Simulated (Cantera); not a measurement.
An isothermal plug-flow reactor at 725 K and 0.480 bar (inlet), inlet velocity 0.6 m/s, active area per volume 160 1/m; feed H2 : O2 : N2 = 0.022 : 0.12 : 0.79 (molar parts).

Model: Deutschmann's 1995 Pt surface mechanism with GRI-Mech 3.0 gas chemistry, integrated in Cantera. Catalytic surfaces can have several steady states; this one follows from the mechanism file's or the stated starting coverage. Mass transfer to the wall is taken as infinitely fast.

### Question
Predict: x(H2) at z = 0.026 m; x(O2) at z = 0.026 m; x(H2O) at z = 0.026 m; θ(free Pt) at the exit; θ(O*) at the exit; θ(OH*) at the exit.

### Answer
```json
{
  "x(H2) at z = 0.026 m": "4.51e-5",
  "x(O2) at z = 0.026 m": "0.118",
  "x(H2O) at z = 0.026 m": "0.0238",
  "θ(free Pt) at the exit": "0.0158",
  "θ(O*) at the exit": "0.982",
  "θ(OH*) at the exit": "0.00221"
}
```
